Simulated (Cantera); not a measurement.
Mixture: 2.35 % C₃H₈, 12.8 % O₂, 84.5 % N₂, 0.377 % H₂O, equivalence ratio 0.92, at 2.40 bar, adiabatic and at constant pressure. Ignition delay is the time to a rise of 400 K.

Model: GRI-Mech 3.0 (53 species, 325 reactions), integrated in Cantera. GRI-Mech 3.0 was tuned for natural gas; its chemistry of propane as a main component is partial and can be far from experiment.

Predict: delay at 1300 K; delay at 1400 K; delay at 1500 K; delay at 1600 K; apparent activation energy between 1550 and 1650 K.


```json
{
  "delay at 1300 K": "0.903 ms",
  "delay at 1400 K": "0.203 ms",
  "delay at 1500 K": "63.9 µs",
  "delay at 1600 K": "26.8 µs",
  "apparent activation energy between 1550 and 1650 K": "160 kJ/mol"
}
```
